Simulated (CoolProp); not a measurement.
Values from CoolProp's reference Helmholtz-energy equation of state, Wagner 2002.

Q: Give the vapour pressure (MPa), liquid density (kg/m³), liquid cp (kJ/(kg K)), surface tension (mN/m) of saturated water at 385.2, 442.5, 471.1 K.

A: 
```json
[
 {"T (K)": "385.2", "p (MPa)": "0.154", "liquid density (kg/m³)": "949", "liquid cp (kJ/(kg K))": "4.23", "surface tension (mN/m)": "56.5"},
 {"T (K)": "442.5", "p (MPa)": "0.780", "liquid density (kg/m³)": "898", "liquid cp (kJ/(kg K))": "4.37", "surface tension (mN/m)": "44.4"},
 {"T (K)": "471.1", "p (MPa)": "1.49", "liquid density (kg/m³)": "867", "liquid cp (kJ/(kg K))": "4.49", "surface tension (mN/m)": "38.0"}
]
```

Surface tension comes from a separate correlation (Mulero 2012).
